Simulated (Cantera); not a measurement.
Gas mixture: 100 % N2O, at 1.30 bar, frozen composition.

Cantera's kinetic-theory transport with the Lennard-Jones parameters of GRI-Mech 3.0, ideal gas; thermal conductivity in the mixture-averaged form. The composition is frozen, though it would react at the higher temperatures.

One state of this run: ρ (kg/m³) = 0.598; cp (J/kg/K) = 1285; μ (µPa s) = 44.1; λ (mW/m/K) = 77.1; Pr = 0.736; D (cm²/s) C2H2 = 1.06; D (cm²/s) CH3 = 1.44; D (cm²/s) NO = 1.24. D: mixture-averaged diffusion coefficient of that species in the mixture.

**Question.** Which value of T (K) does it belong to?
A) 1150
B) 850
C) 1000
D) 1450

**Answer.** A, 1150
